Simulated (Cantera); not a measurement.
Charge: 1 mol FeS₂, 1.4 mol O₂, 1.4 mol H₂O, equilibrated at 0.0310 bar.

Cantera equilibrium calculation (NASA polynomials, part measured and part estimated; ideal gas, pure solids and liquids). Candidate condensed phases: Fe, FeO, Fe(OH)₂, Fe(OH)₃, FeS, FeSO₄, FeS₂, Fe₂O₃, Fe₂(SO₄)₃, Fe₃O₄, H₂O, H₂SO₄, S; 22 gas species. Metal and sulfide melt together well below either melting point, which pure phases cannot show. Mutual solubility and eutectic melting of coexisting phases are not modelled. The tables' stoichiometric FeO is somewhat more stable than real wüstite, so its field is too wide. FeO, FeS: taken at fixed stoichiometry. Gases not in the tables: S₃ to S₇. Equilibrium is a limit: real reactors are often held back by kinetics, nucleation or transport.

x: gas mole fraction; n: condensed amount in mol.

```
T (K)  x H₂O  x SO₂      x S₂     x H₂      x SO     x H₂S      x SH  n FeS₂(s)  n Fe₂O₃(s)  n Fe₃O₄(s)  n FeS(s)  n FeO(s)  n FeO(l)
-----  -----  -----  --------  -------  --------  --------  --------  ---------  ----------  ----------  --------  --------  --------
623    0.579  0.421   2.47e-5  3.88e-6   1.02e-9  0.000297  3.46e-11      0.490       0.255           0         0         0         0
723    0.569  0.428  0.000709  4.90e-5   6.16e-8   0.00191   4.87e-9      0.471           0       0.176         0         0         0
823    0.522  0.460         …        …         …         …         …          0           0           …     0.710         0         0
923    0.520  0.453         …        …         …   0.00804         …          0           0           …     0.682         0         0
1023   0.516  0.443    0.0285  0.00273   5.97e-5   0.00865   8.85e-6          0           0       0.119     0.644         0         0
1123   0.510  0.431    0.0422  0.00612  0.000232   0.00919   3.52e-5          0           0       0.135     0.594         0         0
1223   0.501  0.417    0.0582   0.0120  0.000716   0.00961  0.000111          0           0       0.155     0.535         0         0
1323   0.472  0.400    0.0912   0.0216   0.00194    0.0110  0.000324          0           0           0     0.337     0.663         0
1423   0.440  0.352     0.148   0.0375   0.00446    0.0137  0.000876          0           0           0    0.0805     0.919         0
1523   0.417  0.340     0.162   0.0545   0.00877    0.0126   0.00167          0           0           0         0     1.000         0
1623   0.398  0.342     0.155   0.0720    0.0157    0.0105   0.00269          0           0           0         0     1.000         0
1723   0.376  0.343     0.147   0.0906    0.0261   0.00867   0.00403          0           0           0         0         0     1.000
1823   0.353  0.342     0.136    0.109    0.0407   0.00713   0.00567          0           0           0         0         0     0.999
1923   0.328  0.338     0.123    0.127    0.0598   0.00579   0.00750          0           0           0         0         0     0.997
```

Question: Some entries are withheld; supply them.

Answer: 
- 923, x S₂: 0.0176
- 923, x H₂: 0.00103
- 923, x SO: 1.14e-5
- 923, x SH: 1.65e-6
- 923, n Fe₃O₄(s): 0.106
- 823, x S₂: 0.00971
- 823, x H₂: 0.000311
- 823, x SO: 1.44e-6
- 823, x H₂S: 0.00744
- 823, x SH: 2.06e-7
- 823, n Fe₃O₄(s): 0.0967
